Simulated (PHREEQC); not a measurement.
## Nickel, zinc or cadmium bath

Make-up at 17 °C: 11 mmol/kgw NiSO4, 0.065 mmol/kgw Na2SO4 and 0.048 mmol/kgw H2SO4. Closed to the air; pH follows from the charge balance.

All values are PHREEQC results (ion-association model, wateq4f.dat), not measurements.

Each row changes one thing in this solution. No solid was allowed to form.

```csv
case,pH,ionic strength (mol/kgw),SO4-2 (mol/kgw),Ni+2 (mol/kgw),NiSO4 (mol/kgw),HSO4- (mol/kgw),SI of Morenosite (NiSO4:7H2O),SI of Mirabilite (Na2SO4:10H2O)
as made,4.21,0.0319,0.00799,0.00790,0.00310,2.51e-5,-2.35,-8.81
H2SO4 from 4.8e-05 to 7.2e-05 mol/kgw,4.03,0.0319,0.00800,0.00790,0.00310,3.77e-5,-2.35,-8.81
NiSO4 from 0.011 to 0.022 mol/kgw,4.28,0.0584,0.0146,0.0145,0.00746,3.44e-5,-1.96,-8.67
temperature from 17 to 5 °C,4.19,0.0326,0.00817,0.00808,0.00292,2.16e-5,-2.23,-8.18
Na2SO4 from 6.5e-05 to 0.00013 mol/kgw,4.21,0.0320,0.00804,0.00789,0.00311,2.52e-5,-2.35,-8.21
H2SO4 from 4.8e-05 to 9.6e-05 mol/kgw,3.91,0.0320,0.00801,0.00790,0.00310,5.03e-5,-2.35,-8.81
```

Species that the database lacks are ignored. At this temperature some constants are extrapolated from 25 °C, and those without enthalpy data are left unchanged.
